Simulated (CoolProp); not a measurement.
A single-stage vapour-compression cycle with R407C: evaporating at 236.15 K (dew point), condensing at 280.15 K (bubble point), superheat 5 K, subcooling 8 K, compressor efficiency 0.65, no pressure losses. Each further row changes one setting.

Computed with CoolProp (reference Helmholtz-energy equation of state, Lemmon 2003). It is a pseudo-pure fit of the blend.

```tsv
case	cooling COP	pressure ratio	discharge temperature (K)	refrigerating effect (kJ/kg)	volumetric capacity (kJ/m³)
as stated	2.59	7.12	340.7	195	865
evaporating temperature 241.15 K	3.00	5.60	334.1	198	1100
condensing temperature 275.15 K	2.93	6.09	332.5	202	896
subcooling 13 K	2.68	7.12	340.7	202	896
superheat 15 K	2.57	7.12	352.5	203	859
compressor efficiency 0.55	2.19	7.12	354.9	195	865
```
